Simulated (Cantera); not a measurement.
Feed: 1 mol CuO, 2.1 mol CH4, 4 mol H2, equilibrated at 552 °C and 21.0 Pa.

These are equilibrium values from Cantera (NASA tables, ideal gas, pure condensed phases), not measurements of a reactor. Candidate condensed phases: C, C6H6, C7H8, C8H18, Cu, CuO, Cu(OH)2, Cu2O, H2O; 113 gas species. Rates play no part.

### Question
What is the equilibrium state?

### Answer
- x(H2) = 0.891
- x(CO) = 0.108
- x(H2O) = 0.000256
- x(CH4) = 0.000151
- x(CO2) = 0.000111
- n(C(graphite)) = 1.10 mol
- n(Cu(s)) = 1.00 mol
- gas amount = 9.195 mol
- log10 activity of Cu(OH)2(s) (absent) = -21.19
